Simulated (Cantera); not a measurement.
A closed system holds: 1 mol Si3N4, 2.3 mol H2, held at 2800 K and 350 Pa.

Method: chemical equilibrium by Gibbs-energy minimisation in Cantera with the NASA 1993 tables (ideal gas, pure condensed phases). Candidate condensed phases: Si, Si3N4; 18 gas species. The tables' values for SiN are old estimates; treat these amounts as uncertain. Equilibrium is a limit: real reactors are often held back by kinetics, nucleation or transport.

Base state: H 0.370, Si 0.333, N2 0.223, H2 0.0716, SiH 0.000926, SiN 0.000627, Si2 0.000436, N 2.80e-5 (mole fractions); condensed: gas only.

Task: What changes in the equilibrium state with this change: pressure from 350 Pa to 400000 Pa?

Result: 
| species | before | after |
|---|---|---|
| H2 | 0.0716 | 0.504 |
| N2 | 0.223 | 0.453 |
| H | 0.370 | 0.0291 |
| Si | 0.333 | 0.00877 |
| SiH2 | 6.36e-6 | 0.00135 |
| Si2N | 1.53e-5 | 0.000586 |
| Si3 | 2.25e-6 | 5.38e-5 |
| N | 2.80e-5 | 1.18e-6 |
| Si(l), mol | 0 | 2.93 |
Gases not in the tables: Si2H6 and higher silanes.

Task: What changes in the equilibrium state with this change: H2 from 2.3 to 0.18 mol?

Result: 
```
species    before     after
-------  --------  --------
Si          0.333     0.558
N2          0.223     0.374
H           0.370    0.0630
H2         0.0716   0.00208
Si3       2.25e-6   1.06e-5
Si2N      1.53e-5   5.58e-5
SiH      0.000926  0.000264
```
